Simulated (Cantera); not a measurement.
A Cantera script and what it prints.

```python
import numpy as np
import cantera as ct

gas_names = """
    H HO2 H2 H2O H2O2 O OH O2 O3 Si SiH SiH2 SiH3 SiH4 SiO SiO2 Si2 Si3
""".split()
cond_names = """
    H2O(s) H2O(L) Si(cr) Si(L) SiO2(Lqz) SiO2(hqz) SiO2(L)
""".split()


# ... load() reads the species with a 1 bar reference pressure and builds the phases ...
atoms = {
    'SiO2': {'Si': 1, 'O': 2},
    'H2': {'H': 2},
}
top_T = {}  # K; cautious upper limits of use, not melting points


# ... equilibrate(T, P, feed) seeds the gas with the atoms and calls Mixture.equilibrate('TP', solver="vcs", rtol=1e-11, max_steps=5000) ...
results = []
feed = {'SiO2': 1, 'H2': 710}  # mol
T = 1773  # K
for P in [10, 42, 180, 750, 3200, 13000, 56000, 240000, 1000000]:
    mix = equilibrate(T, P, feed)
    results.append((T, P, feed, dict(zip(mix.species_names, mix.species_moles))))

top = {s: max(r[3][s] / sum(r[3][g] for g in gas_names) for r in results) for s in gas_names}
cols = sorted((s for s in top if top[s] > 1e-05), key=lambda s: -top[s])[:5]
seen = [c for c in cond_names if any(r[3].get(c, 0) > 1e-12 for r in results)]
print("log10 of partial pressures in bar; condensed amounts in mol")
print(f"{'P/Pa':>10s}" + "".join(f"{s[:9]:>10s}" for s in cols + seen))
for T, P, feed, n in results:
    ng = sum(n[g] for g in gas_names)
    print(f"{P:10.4g}" + "".join(f"{np.log10(max(n[s] / ng * P / 1e5, 1e-99)):10.3f}" for s in cols)
          + "".join(f"{n.get(c, 0):10.4g}" for c in seen))
```

Result:

```
log10 of partial pressures in bar; condensed amounts in mol
      P/Pa        H2         H       H2O       SiO   SiO2(L)
        10    -4.014    -5.553    -6.859    -6.858         0
        42    -3.384    -5.238    -6.232    -6.232         0
       180    -2.749    -4.920    -5.598    -5.598         0
       750    -2.128    -4.610    -4.978    -4.978         0
      3200    -1.497    -4.294    -4.347    -4.347         0
   1.3e+04    -0.888    -3.990    -3.738    -3.738         0
   5.6e+04    -0.253    -3.673    -3.104    -3.104         0
   2.4e+05     0.379    -3.356    -2.756    -2.756    0.4806
     1e+06     1.000    -3.046    -2.445    -2.446    0.7455
```

Method: chemical equilibrium by Gibbs-energy minimisation in Cantera with the NASA 1993 tables (ideal gas, pure condensed phases). The tables hold silica as quartz up to 1696 K and as liquid above; real silica turns to tridymite and cristobalite and melts near 1996 K.
